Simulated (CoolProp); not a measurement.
The numbers come from the reference Helmholtz-energy equation of state, Thol 2017 in CoolProp.

Question: Give the vapour pressure (MPa), liquid density (kg/m³), vapour Z, surface tension (mN/m) of saturated decamethyltetrasiloxane (MD2M) at 498, 509.9 K.

Answer: 
```csv
T (K),p (MPa),liquid density (kg/m³),vapour Z,surface tension (mN/m)
498,0.200,626,0.877,3.72
509.9,0.255,609,0.852,3.12
```

Surface tension comes from a separate correlation (Mulero 2014), older than this fluid's equation and unchecked against measurements.
